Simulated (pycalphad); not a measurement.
An equivalent pycalphad script:

```python
from pycalphad import Database, equilibrium, calculate, variables as v
import numpy as np
db = Database('COST507.tdb')
comps = ['AL', 'SI', 'SN', 'VA']
phases = ['BCT_A5', 'DIAMOND_A4', 'FCC_A1', 'LIQUID']
eq = equilibrium(db, comps, phases, {v.X('SI'): 0.0063, v.X('SN'): 0.201, v.T: np.arange(2350, 499, -40), v.P: 101325, v.N: 1}, output=['HM', 'SM'])
```

Source of the numbers: pycalphad with the COST 507 light-alloy database (1999); pressure 1 atm. The database dates from 1999; later assessments differ in places, in temperatures and in the compounds included. Not assessed as a whole: an extrapolation from subsystems, which can miss ternary compounds. Phase fractions are per mole of atoms.

Results at three of the temperatures:

```
T = 2230.00 K, P = 101325 Pa, N = 1 mol of atoms
G = -171910 J/mol, H = 71678 J/mol, S = 109.23 J/(mol K)  (SER reference)
chemical potentials (J/mol): Al -154918, Si -220593, Sn -237401
phase             fraction      x(Al)      x(Si)      x(Sn)
LIQUID              1.0000     0.7927     0.0063     0.2010
```

```
T = 1310.00 K, P = 101325 Pa, N = 1 mol of atoms
G = -78346 J/mol, H = 43105 J/mol, S = 92.71 J/(mol K)  (SER reference)
chemical potentials (J/mol): Al -68729, Si -97580, Sn -115670
phase             fraction      x(Al)      x(Si)      x(Sn)
LIQUID              1.0000     0.7927     0.0063     0.2010
```

```
T = 550.00 K, P = 101325 Pa, N = 1 mol of atoms
G = -20423 J/mol, H = 8307 J/mol, S = 52.24 J/(mol K)  (SER reference)
chemical potentials (J/mol): Al -17724, Si -12177, Sn -31327
phase             fraction      x(Al)      x(Si)      x(Sn)
FCC_A1              0.7858     0.9995   0.000374   9.64e-05
LIQUID              0.2082     0.0348   2.54e-06     0.9652
DIAMOND_A4          0.0060   1.45e-10     1.0000    2.4e-07
```

Changes of the phase set, refined by bisection:

```
T (K)  phases above                 phases below
-----  ------------  ---------------------------
864.4        liquid                 fcc + liquid
776.6  fcc + liquid  diamond (Si) + fcc + liquid
```

FCC_A1 is fcc; DIAMOND_A4 is diamond (Si).
